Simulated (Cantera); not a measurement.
# Equilibrium for aluminium nitride and oxide growth: Al(CH3)3 + O2 + N2

A closed system holds: 1 mol Al(CH3)3, 0.61 mol O2, 51 mol N2, equilibrated at 13.3 mbar.

Cantera equilibrium calculation (NASA polynomials, part measured and part estimated; ideal gas, pure solids and liquids). Candidate condensed phases: Al, AlN, Al2O3, C, C6H6, C7H8, C8H18, H2O; 148 gas species. The feed counts by its element totals alone. The numbers say what is thermodynamically allowed, not how fast it happens.

From 1523 K to 1973 K the condensed part is AlN(s) + C(graphite). From 2023 K to 2123 K the condensed part is C(graphite). The main Al-bearing gas is Al throughout.

```json
[
 {"T (K)": "1523", "log p N2": "-1.92", "log p H2": "-2.97", "log p CO": "-3.54", "log p Al": "-8.91", "n AlN(s)": "1.000", "n C(graphite)": "1.76"},
 {"T (K)": "1573", "log p N2": "-1.92", "log p H2": "-2.97", "log p CO": "-3.54", "log p Al": "-8.22", "n AlN(s)": "1.000", "n C(graphite)": "1.75"},
 {"T (K)": "1623", "log p N2": "-1.92", "log p H2": "-2.97", "log p CO": "-3.54", "log p Al": "-7.57", "n AlN(s)": "1.000", "n C(graphite)": "1.74"},
 {"T (K)": "1673", "log p N2": "-1.92", "log p H2": "-2.97", "log p CO": "-3.54", "log p Al": "-6.96", "n AlN(s)": "1.000", "n C(graphite)": "1.73"},
 {"T (K)": "1723", "log p N2": "-1.92", "log p H2": "-2.98", "log p CO": "-3.54", "log p Al": "-6.38", "n AlN(s)": "0.998", "n C(graphite)": "1.72"},
 {"T (K)": "1773", "log p N2": "-1.92", "log p H2": "-2.98", "log p CO": "-3.54", "log p Al": "-5.84", "n AlN(s)": "0.994", "n C(graphite)": "1.70"},
 {"T (K)": "1823", "log p N2": "-1.92", "log p H2": "-2.98", "log p CO": "-3.54", "log p Al": "-5.33", "n AlN(s)": "0.980", "n C(graphite)": "1.67"},
 {"T (K)": "1873", "log p N2": "-1.92", "log p H2": "-2.98", "log p CO": "-3.54", "log p Al": "-4.84", "n AlN(s)": "0.939", "n C(graphite)": "1.64"},
 {"T (K)": "1923", "log p N2": "-1.92", "log p H2": "-2.99", "log p CO": "-3.54", "log p Al": "-4.39", "n AlN(s)": "0.823", "n C(graphite)": "1.61"},
 {"T (K)": "1973", "log p N2": "-1.93", "log p H2": "-3.00", "log p CO": "-3.55", "log p Al": "-3.95", "n AlN(s)": "0.515", "n C(graphite)": "1.57"},
 {"T (K)": "2023", "log p N2": "-1.93", "log p H2": "-3.01", "log p CO": "-3.55", "log p Al": "-3.64", "n AlN(s)": "0", "n C(graphite)": "1.52"},
 {"T (K)": "2073", "log p N2": "-1.93", "log p H2": "-3.02", "log p CO": "-3.55", "log p Al": "-3.64", "n AlN(s)": "0", "n C(graphite)": "1.47"},
 {"T (K)": "2123", "log p N2": "-1.93", "log p H2": "-3.03", "log p CO": "-3.55", "log p Al": "-3.64", "n AlN(s)": "0", "n C(graphite)": "1.41"}
]
```
log p: log10 of the partial pressure in bar; n: condensed amount in mol.
